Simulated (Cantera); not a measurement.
# Equilibrium for silicon carbide growth: SiF₄ + HCl + H₂ + C₃H₈

A closed system holds: 1 mol SiF₄, 0.027 mol HCl, 1300 mol H₂, 0.74 mol C₃H₈, held at 1.60 mbar.

Cantera equilibrium calculation (NASA polynomials, part measured and part estimated; ideal gas, pure solids and liquids). Candidate condensed phases: C, C₆H₆, C₇H₈, C₈H₁₈, Si, SiC; 143 gas species. The tables' values for SiF₃, SiF₂, SiF are old estimates; treat these amounts as uncertain. The numbers say what is thermodynamically allowed, not how fast it happens.

From 1098 K to 1848 K the condensed part is C(graphite) + SiC(s). At 1998 K the condensed part is C(graphite). At 2148 K nothing is condensed. The main Si-bearing gas is SiF₄ at 1098 K and Si at 2148 K.

| T (K) | x H₂ | x H | x HF | x C₂H₂ (acetylene) | x Si | x SiF₄ | x CH₄ | x SiF₃ | n C(graphite) | n SiC(s) |
|---|---|---|---|---|---|---|---|---|---|---|
| 1098 | 0.999 | 6.18e-7 | 0.000399 | 1.27e-8 | <1e-12 | 0.000649 | 5.83e-5 | 8.27e-6 | 2.02 | 0.122 |
| 1248 | 0.998 | 1.17e-5 | 0.00147 | 2.43e-7 | 1.08e-11 | 0.000361 | 1.78e-5 | 3.42e-5 | 1.73 | 0.463 |
| 1398 | 0.997 | 0.000118 | 0.00275 | 2.44e-6 | 2.31e-9 | 4.60e-5 | 6.95e-6 | 3.14e-5 | 1.33 | 0.875 |
| 1548 | 0.996 | 0.000768 | 0.00299 | 1.56e-5 | 1.74e-7 | 1.67e-6 | 3.26e-6 | 8.40e-6 | 1.22 | 0.957 |
| 1698 | 0.993 | 0.00360 | 0.00300 | 7.16e-5 | 6.03e-6 | 8.56e-8 | 1.74e-6 | 2.35e-6 | 1.08 | 0.950 |
| 1848 | 0.983 | 0.0131 | 0.00297 | 0.000253 | 0.000117 | 6.93e-9 | 1.02e-6 | 7.93e-7 | 0.770 | 0.775 |
| 1998 | 0.956 | 0.0392 | 0.00295 | 0.000725 | 0.000649 | 3.86e-10 | 6.24e-7 | 1.46e-7 | 0.203 | 0 |
| 2148 | 0.897 | 0.0987 | 0.00290 | 0.000779 | 0.000675 | 8.03e-12 | 2.56e-7 | 8.37e-9 | 0 | 0 |
x: gas mole fraction; n: condensed amount in mol.
